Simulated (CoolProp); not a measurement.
Vapour-liquid equilibrium of trans-2-butene (1) + acetone (2) at 269.4 K; x and y are mole fractions of (1).

The numbers come from the multi-fluid Helmholtz-energy mixture model, Lemmon 2005 and Lemmon 2006; pair parameters Bell 2016 in CoolProp.

```
x     bubble pressure (bar)  y at the bubble point  dew pressure at overall composition x (bar)  liquid density (mol/L)
----  ---------------------  ---------------------  -------------------------------------------  ----------------------
0.05                 0.2132                  0.657                                      0.07992              (withheld)
0.15                 0.4226                  0.839                                      0.08914              (withheld)
0.25                 0.5576                  0.886                                   (withheld)                   13.20
0.35                 0.6382                  0.906                                       0.1158                   12.88
0.45                 0.6844             (withheld)                                   (withheld)              (withheld)
0.55                 0.7123             (withheld)                                       0.1649                   12.29
0.65                 0.7338                  0.929                                       0.2092                   12.02
0.75                 0.7570                  0.937                                       0.2858                   11.77
0.85                 0.7868                  0.952                                       0.4474              (withheld)
0.95                 0.8249                  0.978                                       0.7840                   11.35
```

**Question.** What belongs in the gaps?

**Answer.** 
- 0.05, liquid density (mol/L): 13.88
- 0.15, liquid density (mol/L): 13.53
- 0.25, dew pressure at overall composition x (bar): 0.1007
- 0.45, y at the bubble point: 0.917
- 0.45, dew pressure at overall composition x (bar): 0.1360
- 0.45, liquid density (mol/L): 12.58
- 0.55, y at the bubble point: 0.923
- 0.85, liquid density (mol/L): 11.55

No azeotrope shows between x = 0.05 and 0.95.

Pair parameters are fitted to limited data, so mixtures are less certain than the pure fluids. With so large a gap from Raoult's law the liquid may split in two, which this calculation doesn't test in full.
